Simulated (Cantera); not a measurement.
A closed system holds: 1 mol Ta(OEt)₅, 3.9 mol CO₂, held at 1100 K and 2.10 mbar.

Cantera equilibrium calculation (NASA polynomials, part measured and part estimated; ideal gas, pure solids and liquids). Candidate condensed phases: C, C₆H₆, C₇H₈, C₈H₁₈, H₂O, Ta, TaC, Ta₂O₅; 113 gas species. The feed counts by its element totals alone. TaC: taken at fixed stoichiometry. Condensed phases not in the tables: Ta₂C. The numbers say what is thermodynamically allowed, not how fast it happens.

Task: What is the equilibrium state?

Result: 
```json
{
 "x(CO)": "0.506",
 "x(H₂)": "0.494",
 "x(CO₂)": "4.74e-5",
 "x(H₂O)": "4.69e-5",
 "x(CH₄)": "1.84e-5",
 "n(C(graphite))": "0.102 mol",
 "n(TaC(s))": "1.00 mol",
 "gas_amount": "25.30 mol",
 "log10 activity of Ta₂O₅(s) (absent)": "-3.63",
 "log10 activity of Ta(s) (absent)": "-6.68"
}
```
